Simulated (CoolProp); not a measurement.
A simple Rankine cycle with R236FA: condensing at 319.15 K, boiler at 1.65 MPa, turbine inlet 367.7 K, turbine efficiency 0.9, pump efficiency 0.7, no recuperator. Each further row changes one setting.

Computed with CoolProp (reference Helmholtz-energy equation of state, Pan 2012).

| case | thermal efficiency (%) | net work (kJ/kg) | heat in (kJ/kg) | turbine exit temperature (K) | volume ratio over the turbine |
|---|---|---|---|---|---|
| as stated | 9.0 | 14.3 | 159 | 331.7 | ___ |
| turbine inlet 387.7 K | 9.0 | 16.4 | ___ | ___ | 3.46 |
| condensing temperature 311.15 K | 10.4 | 17.6 | 169 | 326.1 | 4.73 |
| boiler pressure 1.15 MPa | 6.6 | 11.1 | 170 | 346.3 | 2.33 |
| turbine efficiency 0.8 | ___ | ___ | 159 | 333.5 | ___ |

### Question
Fill in the missing entries.

### Answer

- as stated, volume ratio over the turbine: 3.71
- turbine inlet 387.7 K, heat in (kJ/kg): 184
- turbine inlet 387.7 K, turbine exit temperature (K): 355.2
- turbine efficiency 0.8, thermal efficiency (%): 7.9
- turbine efficiency 0.8, net work (kJ/kg): 12.6
- turbine efficiency 0.8, volume ratio over the turbine: 3.74
